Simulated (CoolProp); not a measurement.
A single-stage vapour-compression cycle with R22: evaporating at 233.15 K (dew point), condensing at 261.15 K (bubble point), superheat 2 K, subcooling 5 K, compressor efficiency 0.65, no pressure losses. Each further row changes one setting.

Computed with CoolProp (reference Helmholtz-energy equation of state, Kamei 1995).

| case | cooling COP | pressure ratio | discharge temperature (K) | refrigerating effect (kJ/kg) | volumetric capacity (kJ/m³) |
|---|---|---|---|---|---|
| as stated | [?] | 3.14 | 305.8 | 209 | 1010 |
| evaporating temperature 238.15 K | [?] | 2.50 | [?] | 211 | [?] |
| condensing temperature 256.15 K | 6.18 | [?] | 294.2 | 215 | 1040 |
| subcooling 10 K | [?] | 3.14 | 305.8 | 215 | 1040 |
| superheat 12 K | [?] | 3.14 | 317.3 | 215 | [?] |
| compressor efficiency 0.55 | 4.22 | 3.14 | 316.6 | 209 | 1010 |

What belongs in the gaps?


- as stated, cooling COP: 4.99
- evaporating temperature 238.15 K, cooling COP: 6.32
- evaporating temperature 238.15 K, discharge temperature (K): 297.0
- evaporating temperature 238.15 K, volumetric capacity (kJ/m³): 1260
- condensing temperature 256.15 K, pressure ratio: 2.61
- subcooling 10 K, cooling COP: 5.12
- superheat 12 K, cooling COP: 4.91
- superheat 12 K, volumetric capacity (kJ/m³): 990
